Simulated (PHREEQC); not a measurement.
A solution holds 0.1 mol KHF2 per kg of water, at 25 °C. Closed to the air; pH follows from the charge balance.

The numbers come from PHREEQC with the ion-association model, wateq4f.dat.

This is a speciation only: nothing precipitates in the calculation.

### Question
Order these F species by the share of F that they hold, largest first: HF2-, HF, F-, H2F2.

### Answer
F- (41 %), HF (30 %), HF2- (19 %), H2F2 (9.7 %)

The pH is 3.18 and the ionic strength 0.101 mol/kgw. wateq4f.dat counts part of the HF as a dimer, H2F2, which phreeqc.dat doesn't know; its constant is uncertain.
